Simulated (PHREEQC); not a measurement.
0.039 g of hydrous ferric oxide (600 m²/g; 0.2 weak and 0.005 strong sites per Fe, Dzombak-Morel constants, diffuse double layer) in 1 kg of water with 0.005 mol/kgw of an inert sodium salt, at 25 °C; the pH is set by adding NaOH or the inert anion's acid. Oxygen is held at 0.21 atm. No CO2 enters from the air. No solid was allowed to form.

Equilibrium calculation in PHREEQC: ion-association model, wateq4f.dat.

Predict surface charge σ (C/m²), surface potential ψ (mV) at pH = 4.5, 7.


```tsv
pH	surface charge σ (C/m²)	surface potential ψ (mV)
4.5	0.131	177
7	0.013	62
```

The oxide is taken as insoluble; below pH 4 it would dissolve.
